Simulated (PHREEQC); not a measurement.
Consider water at 19 °C with 0.78 mol LiCl, 0.34 mol Na2SO4 and 0.7 mol MgCl2 per kg of water. Closed to the air; pH follows from the charge balance.

Model: Pitzer model, pitzer.dat, run in PHREEQC.

### Question
The ionic strength comes out as 3.90 mol/kgw. What activity coefficients do Cl-, Mg+2, Na+, Li+, SO4-2 get?

### Answer
Cl- 0.57, Mg+2 0.68, Na+ 1.0, Li+ 1.6, SO4-2 0.015. Single-ion values are on the MacInnes scale.

This is a speciation only: nothing precipitates in the calculation. Species that the database lacks are ignored.
